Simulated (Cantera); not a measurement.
A closed system holds: 1 mol C2F6, a varied amount of H2, 0.023 mol HCl, at 1350 K and 0.00133 bar.

These are equilibrium values from Cantera (NASA tables, ideal gas, pure condensed phases), not measurements of a reactor. Candidate condensed phases: C, C6H6, C7H8, C8H18; 118 gas species. The feed counts by its element totals alone. Gases not in the tables: C2F6 and larger saturated fluorocarbons. Kinetics and transport are ignored.

x: gas mole fraction; n: condensed amount in mol.

| n(H2) (mol) | x HF | x CF4 | x H2 | x Cl | x HCl | x CClF3 | n C(graphite) |
|---|---|---|---|---|---|---|---|
| 0.18 | 0.211 | 0.777 | 5.14e-11 | 0.0102 | … | 0.000457 | 0.595 |
| 0.23 | 0.255 | 0.733 | 7.77e-11 | 0.00958 | … | 0.000412 | 0.620 |
| 0.3 | 0.312 | 0.677 | 1.21e-10 | 0.00885 | … | 0.000359 | 0.655 |
| 0.39 | 0.377 | 0.613 | 1.85e-10 | 0.00805 | … | 0.000303 | 0.699 |
| 0.51 | 0.451 | 0.539 | 2.83e-10 | 0.00716 | 0.00222 | 0.000244 | 0.759 |
| 0.66 | 0.529 | 0.461 | 4.22e-10 | 0.00626 | 0.00237 | 0.000190 | 0.834 |
| 0.87 | 0.618 | 0.374 | 6.40e-10 | 0.00529 | 0.00246 | 0.000137 | 0.939 |
| 1.1 | 0.696 | 0.297 | 9.08e-10 | 0.00449 | 0.00249 | 9.81e-5 | 1.05 |
| 1.5 | 0.797 | 0.197 | 1.46e-9 | 0.00348 | 0.00245 | 5.60e-5 | 1.25 |
| 1.9 | 0.870 | 0.125 | 2.19e-9 | 0.00277 | 0.00239 | 3.16e-5 | 1.45 |
| 2.5 | 0.949 | 0.0468 | 4.25e-9 | 0.00196 | 0.00235 | 1.07e-5 | 1.75 |
| 3.3 | 0.949 | <1e-12 | 0.0474 | 9.08e-7 | … | <1e-12 | 2.00 |
| 4.3 | 0.819 | <1e-12 | 0.178 | 4.05e-7 | … | <1e-12 | 2.00 |

Problem. Some entries are withheld; supply them.

Solution. 
- 0.18, x HCl: 0.00134
- 0.23, x HCl: 0.00155
- 0.3, x HCl: 0.00179
- 0.39, x HCl: 0.00201
- 3.3, x HCl: 0.00364
- 4.3, x HCl: 0.00314
